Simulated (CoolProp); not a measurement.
A Linde-Hampson liquefier for normal hydrogen: isothermal reversible compression at 300 K from 1 atm to 25 MPa, throttling to 1 atm, return gas leaving the recuperator 5 K below the feed. Each further row changes one setting.

Values from CoolProp's reference Helmholtz-energy equation of state, Leachman 2009.

| case | compression work (kJ/kg of gas) |
|---|---|
| as stated | 7000 |
| high pressure 50 MPa | 8050 |
| warm-end temperature 330 K | 7690 |
| warm-end gap 10 K | 7000 |
